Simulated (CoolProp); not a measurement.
R11 along the isobar 1.32 bar: density (kg/m³) from the reference equation and from simpler models built on Tc = 198.0 °C, pc = 44.08 bar, ω = 0.189; each cubic takes its own stable root.

Model: reference Helmholtz-energy equation of state, Jacobsen 1992, in CoolProp.

```
T (°C)   phase  reference  van der Waals  Redlich-Kwong  Soave-Redlich-Kwong
------  ------  ---------  -------------  -------------  -------------------
-52.05  liquid       1648           1031           1533                 1548
-39.65  liquid       1621           1016           1509                 1527
-27.25  liquid       1595          9.246           1484                 1504
-14.85  liquid       1567          8.763           1458                 1481
-2.45   liquid       1540          8.329           1431                 1456
9.95    liquid       1512          7.938           1402                 1430
22.35   liquid       1483          7.584          7.673                 1402
34.75      gas      7.393          7.260          7.333                7.353
47.15      gas      7.063          6.964          7.023                7.040
59.55      gas      6.768          6.692          6.740                6.754
71.95      gas      6.500          6.440          6.480                6.491
84.45      gas      6.252          6.206          6.239                6.248
```

At some of these states van der Waals, Redlich-Kwong gives the other phase, because its saturation line lies elsewhere.
